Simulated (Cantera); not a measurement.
# Equilibrium for silicon nitride deposition: SiH2Cl2 + N2

Feed: 1 mol SiH2Cl2, 7.3 mol N2, held at 10.0 Torr.

Cantera equilibrium calculation (NASA polynomials, part measured and part estimated; ideal gas, pure solids and liquids). Candidate condensed phases: NH4Cl, Si, Si3N4; 28 gas species. N2 is the only nitrogen source here; it is nearly inert below about 1500 K, so the nitride shown seldom forms there in practice. The tables' values for SiCl3 are old estimates; treat these amounts as uncertain. Equilibrium is a limit: real reactors are often held back by kinetics, nucleation or transport.

```json
[
 {"T (K)": "823", "x N2": "0.792", "x HCl": "0.133", "x H2": "0.0503", "x SiCl2": "8.27e-10", "x SiCl4": "0.0251", "x SiCl3": "4.81e-7", "n Si3N4(s)": "0.262"},
 {"T (K)": "898", "x N2": "0.790", "x HCl": "0.140", "x H2": "0.0467", "x SiCl2": "2.54e-8", "x SiCl4": "0.0233", "x SiCl3": "3.50e-6", "n Si3N4(s)": "0.267"},
 {"T (K)": "973", "x N2": "0.789", "x HCl": "0.146", "x H2": "0.0438", "x SiCl2": "4.55e-7", "x SiCl4": "0.0219", "x SiCl3": "1.86e-5", "n Si3N4(s)": "0.271"},
 {"T (K)": "1048", "x N2": "0.787", "x HCl": "0.150", "x H2": "0.0415", "x SiCl2": "5.36e-6", "x SiCl4": "0.0206", "x SiCl3": "7.77e-5", "n Si3N4(s)": "0.274"},
 {"T (K)": "1123", "x N2": "0.787", "x HCl": "0.154", "x H2": "0.0395", "x SiCl2": "4.49e-5", "x SiCl4": "0.0195", "x SiCl3": "0.000266", "n Si3N4(s)": "0.276"},
 {"T (K)": "1198", "x N2": "0.786", "x HCl": "0.157", "x H2": "0.0381", "x SiCl2": "0.000284", "x SiCl4": "0.0183", "x SiCl3": "0.000766", "n Si3N4(s)": "0.278"},
 {"T (K)": "1273", "x N2": "0.785", "x HCl": "0.158", "x H2": "0.0372", "x SiCl2": "0.00141", "x SiCl4": "0.0164", "x SiCl3": "0.00188", "n Si3N4(s)": "0.276"},
 {"T (K)": "1348", "x N2": "0.783", "x HCl": "0.157", "x H2": "0.0375", "x SiCl2": "0.00543", "x SiCl4": "0.0131", "x SiCl3": "0.00377", "n Si3N4(s)": "0.269"},
 {"T (K)": "1423", "x N2": "0.781", "x HCl": "0.149", "x H2": "0.0403", "x SiCl2": "0.0157", "x SiCl4": "0.00802", "x SiCl3": "0.00563", "n Si3N4(s)": "0.248"},
 {"T (K)": "1498", "x N2": "0.779", "x HCl": "0.132", "x H2": "0.0471", "x SiCl2": "0.0320", "x SiCl4": "0.00323", "x SiCl3": "0.00568", "n Si3N4(s)": "0.213"},
 {"T (K)": "1573", "x N2": "0.779", "x HCl": "0.110", "x H2": "0.0571", "x SiCl2": "0.0489", "x SiCl4": "0.000918", "x SiCl3": "0.00413", "n Si3N4(s)": "0.172"}
]
```
x: gas mole fraction; n: condensed amount in mol.

From 823 K to 1573 K the condensed part is Si3N4(s). The main Si-bearing gas is SiCl4 at 823 K and SiCl2 at 1573 K. The share of Si in condensed phases is highest at 1198 K (83.3 %) and lowest at 1573 K (51.7 %).
